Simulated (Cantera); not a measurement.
Charge: 1 mol PH3, 0.048 mol O2, held at 702 °C and 23.0 Pa.

Cantera equilibrium calculation (NASA polynomials, part measured and part estimated; ideal gas, pure solids and liquids). Candidate condensed phases: H2O, P, P4O10; 17 gas species. Kinetics and transport are ignored.

Base state: H2 0.750, P2 0.132, P4 0.0676, H2O 0.0509, PO 7.02e-5, PO2 6.03e-5, P4O10 1.52e-5 (mole fractions); condensed: gas only.

Question: What changes in the equilibrium state with this change: O2 from 0.048 to 0.027 mol?

Answer: 
```tsv
species	before	after
H2	0.750	0.772
P2	0.132	0.132
P4	0.0676	0.0676
H2O	0.0509	0.0287
PO2	6.03e-5	1.81e-5
P4O10	1.52e-5	3.76e-8
PO	7.02e-5	3.85e-5
```

Question: What changes in the equilibrium state with this change: temperature from 702 °C to 2977 °C?

Answer: 
```json
[
 {"species": "H", "before": "6.53e-8", "after": "0.735"},
 {"species": "P", "before": "1.58e-9", "after": "0.239"},
 {"species": "O", "before": "<1e-9", "after": "0.0185"},
 {"species": "H2", "before": "0.750", "after": "0.00121"},
 {"species": "P4", "before": "0.0676", "after": "<1e-9"},
 {"species": "H2O", "before": "0.0509", "after": "2.11e-7"},
 {"species": "P2", "before": "0.132", "after": "0.000715"},
 {"species": "OH", "before": "<1e-9", "after": "5.09e-5"},
 {"species": "P4O10", "before": "1.52e-5", "after": "<1e-9"},
 {"species": "PH", "before": "6.21e-9", "after": "2.52e-5"},
 {"species": "PO2", "before": "6.03e-5", "after": "6.13e-7"},
 {"species": "PO", "before": "7.02e-5", "after": "0.00505"}
]
```
Gases not in the tables: HPO2, HPO3 and P4O6.
